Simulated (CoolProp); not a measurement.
Computed with CoolProp (reference Helmholtz-energy equation of state, Lemmon 2006). It is a short technical equation, of lower accuracy than the large ones.

For toluene, give the phase and the cv (kJ/(kg K)), Joule-Thomson coefficient (K/MPa), Prandtl number at 620 K and 15.5 MPa; 620 K and 36.1 MPa; 620 K and 41.3 MPa.


- 620 K and 15.5 MPa: supercritical; cv 2.19, Joule-Thomson coefficient 0.370, Prandtl number 2.51
- 620 K and 36.1 MPa: supercritical; cv 2.19, Joule-Thomson coefficient -0.115, Prandtl number 2.95
- 620 K and 41.3 MPa: supercritical; cv 2.19, Joule-Thomson coefficient -0.154, Prandtl number 3.03

Viscosity comes from a separate model (Avgeri 2015). Thermal conductivity comes from a separate model (Assael 2012).
